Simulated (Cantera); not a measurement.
Feed: 1 mol Si, 3.1 mol Br2, 1.8 mol N2, at 1000 Pa.

Equilibrium computed with Cantera from the NASA thermochemical tables; the gas is ideal and each condensed phase is pure. Candidate condensed phases: Br2, Si, Si3N4; 13 gas species. The numbers say what is thermodynamically allowed, not how fast it happens.

### Question
At 925 K, list the 4 most abundant gas species with their mole fractions, and the condensed phases.

### Answer
N2 0.459, Br2 0.275, SiBr4 0.255, Br 0.0116. Condensed: gas only.
